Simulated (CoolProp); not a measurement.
Properties of ammonia at several states.

Computed with CoolProp (reference Helmholtz-energy equation of state, Gao 2020).

```json
[
 {"T (K)": "596", "p (MPa)": "0.353", "phase": "gas", "density (kg/m³)": "1.216", "speed of sound (m/s)": "596.8", "expansivity (1/kK)": "1.696"},
 {"T (K)": "265.9", "p (MPa)": "0.0185", "phase": "gas", "density (kg/m³)": "0.1429", "speed of sound (m/s)": "412.4", "expansivity (1/kK)": "3.811"},
 {"T (K)": "361.5", "p (MPa)": "1.22", "phase": "gas", "density (kg/m³)": "7.381", "speed of sound (m/s)": "458.8", "expansivity (1/kK)": "3.504"},
 {"T (K)": "722.4", "p (MPa)": "4.66", "phase": "gas", "density (kg/m³)": "13.40", "speed of sound (m/s)": "649.4", "expansivity (1/kK)": "1.493"},
 {"T (K)": "262", "p (MPa)": "47", "phase": "liquid", "density (kg/m³)": "678.7", "speed of sound (m/s)": "1798", "expansivity (1/kK)": "1.622"}
]
```
